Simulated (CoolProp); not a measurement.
Vapour-liquid equilibrium of dimethyl carbonate (1) + n-decane (2) at 365.6 K; x and y are mole fractions of (1).

The numbers come from the multi-fluid Helmholtz-energy mixture model, Zhou 2011 and Lemmon 2006; pair parameters Bell 2016 in CoolProp.

```tsv
x	bubble pressure, mixture model (MPa)	bubble pressure, Raoult's law (MPa)	y, mixture model	y, Raoult's law
0.05	0.03203	0.01213	0.787	0.450
0.15	___	0.02234	0.900	0.733
0.25	___	0.03255	0.924	0.838
0.35	0.08907	0.04276	0.933	0.893
0.45	___	0.05297	0.937	0.927
0.55	0.09353	0.06318	___	0.950
0.65	0.09492	0.07339	___	0.966
0.75	___	0.08360	0.946	0.979
0.85	0.1009	0.09381	0.958	0.989
0.95	___	0.1040	___	0.997
```

**Question.** Some entries are withheld; supply them.

**Answer.** 
- 0.15, bubble pressure, mixture model (MPa): 0.06475
- 0.25, bubble pressure, mixture model (MPa): 0.08149
- 0.45, bubble pressure, mixture model (MPa): 0.09214
- 0.55, y, mixture model: 0.939
- 0.65, y, mixture model: 0.941
- 0.75, bubble pressure, mixture model (MPa): 0.09722
- 0.95, bubble pressure, mixture model (MPa): 0.1061
- 0.95, y, mixture model: 0.981

The largest gap from Raoult's law is +189.8 % in bubble pressure, at x = 0.15. No azeotrope shows between x = 0.05 and 0.95.

Pair parameters are fitted to limited data, so mixtures are less certain than the pure fluids. With so large a gap from Raoult's law the liquid may split in two, which this calculation doesn't test in full.
